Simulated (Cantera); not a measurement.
Cantera run:

```python
import numpy as np
import cantera as ct

gas_names = """
    H H2 N NH NH2 NH3 N2 N2H2 N2H4 Si SiH SiH2 SiH3 SiH4 SiN Si2 Si2N Si3
""".split()
cond_names = """
    Si(cr) Si(L) Si3N4(a)
""".split()


# ... load() reads the species with a 1 bar reference pressure and builds the phases ...
atoms = {
    'SiH4': {'Si': 1, 'H': 4},
    'N2': {'N': 2},
    'H2': {'H': 2},
}
top_T = {'Si3N4(a)': 2400}  # K; cautious upper limits of use, not melting points


# ... equilibrate(T, P, feed) seeds the gas with the atoms and calls Mixture.equilibrate('TP', solver="vcs", rtol=1e-11, max_steps=5000) ...
results = []
feed = {'SiH4': 1, 'N2': 0.2, 'H2': 0.27}  # mol
P = 5.9  # Pa
for T in [1498, 1523, 1548, 1573, 1598, 1623, 1648, 1673, 1698, 1723, 1748, 1773, 1798]:
    mix = equilibrate(T, P, feed)
    results.append((T, P, feed, dict(zip(mix.species_names, mix.species_moles))))
    x = sorted(zip(gas.X, gas.species_names), reverse=True)
    print(f"T = {T:g} K  P = {P:g} Pa  gas = {mix.phase_moles(0):.4g} mol")
    print("   x: " + "  ".join(f"{s} {v:.3e}" for v, s in x if v > 1e-05))
    print("   condensed (mol): " + ("  ".join(f"{mix.phase(i).name} {mix.phase_moles(i):.4g}"
          for i in range(1, mix.n_phases) if mix.phase_moles(i) > 1e-12) or "none"))
```

Result:

```
T = 1498 K  P = 5.9 Pa  gas = 2.473 mol
   x: H2 9.168e-01  N2 8.087e-02  H 2.142e-03  Si 1.701e-04
   condensed (mol): Si(cr) 0.9996
T = 1523 K  P = 5.9 Pa  gas = 2.474 mol
   x: H2 9.160e-01  N2 8.083e-02  H 2.880e-03  Si 3.056e-04
   condensed (mol): Si(cr) 0.9992
T = 1548 K  P = 5.9 Pa  gas = 2.476 mol
   x: H2 9.148e-01  N2 8.077e-02  H 3.834e-03  Si 5.385e-04  SiH 1.048e-05
   condensed (mol): Si(cr) 0.9986
T = 1573 K  P = 5.9 Pa  gas = 2.479 mol
   x: H2 9.133e-01  N2 8.069e-02  H 5.059e-03  Si 9.320e-04  SiH 1.647e-05
   condensed (mol): Si(cr) 0.9976
T = 1598 K  P = 5.9 Pa  gas = 2.482 mol
   x: H2 9.112e-01  N2 8.057e-02  H 6.615e-03  Si 1.585e-03  SiH 2.551e-05
   condensed (mol): Si(cr) 0.9959
T = 1623 K  P = 5.9 Pa  gas = 2.487 mol
   x: H2 9.083e-01  N2 8.040e-02  H 8.576e-03  Si 2.651e-03  SiH 3.895e-05
   condensed (mol): Si(cr) 0.9932
T = 1648 K  P = 5.9 Pa  gas = 2.495 mol
   x: H2 9.043e-01  N2 8.016e-02  H 1.103e-02  Si 4.366e-03  SiH 5.866e-05  Si2 1.455e-05  Si2N 1.208e-05
   condensed (mol): Si(cr) 0.9888
T = 1673 K  P = 5.9 Pa  gas = 2.506 mol
   x: H2 8.989e-01  N2 7.981e-02  H 1.406e-02  Si 7.081e-03  SiH 8.717e-05  Si2 2.726e-05  Si2N 1.834e-05  SiN 1.019e-05
   condensed (mol): Si(cr) 0.9817
T = 1698 K  P = 5.9 Pa  gas = 2.521 mol
   x: H2 8.915e-01  N2 7.932e-02  H 1.778e-02  Si 1.113e-02  SiH 1.257e-04  Si2 4.847e-05  Si2N 2.657e-05  SiN 1.468e-05  SiH2 1.245e-05  Si3 1.222e-05
   condensed (mol): Si(L) 0.9711
T = 1723 K  P = 5.9 Pa  gas = 2.541 mol
   x: H2 8.820e-01  N2 7.867e-02  H 2.230e-02  Si 1.667e-02  SiH 1.729e-04  Si2 7.894e-05  Si2N 3.543e-05  SiN 2.017e-05  Si3 1.962e-05  SiH2 1.498e-05
   condensed (mol): Si(L) 0.9564
T = 1748 K  P = 5.9 Pa  gas = 2.57 mol
   x: H2 8.693e-01  N2 7.779e-02  H 2.773e-02  Si 2.467e-02  SiH 2.352e-04  Si2 1.268e-04  Si2N 4.676e-05  Si3 3.106e-05  SiN 2.742e-05  SiH2 1.784e-05
   condensed (mol): Si(L) 0.9348
T = 1773 K  P = 5.9 Pa  gas = 2.61 mol
   x: H2 8.524e-01  N2 7.658e-02  Si 3.610e-02  H 3.419e-02  SiH 3.161e-04  Si2 2.008e-04  Si2N 6.108e-05  Si3 4.852e-05  SiN 3.685e-05  SiH2 2.103e-05
   condensed (mol): Si(L) 0.903
T = 1798 K  P = 5.9 Pa  gas = 2.667 mol
   x: H2 8.301e-01  N2 7.493e-02  Si 5.228e-02  H 4.176e-02  SiH 4.198e-04  Si2 3.140e-04  Si2N 7.892e-05  Si3 7.481e-05  SiN 4.897e-05  SiH2 2.450e-05
   condensed (mol): Si(L) 0.8566
```

Cantera equilibrium calculation (NASA polynomials, part measured and part estimated; ideal gas, pure solids and liquids). The tables' values for SiN are old estimates; treat these amounts as uncertain. Gases not in the tables: Si2H6 and higher silanes.
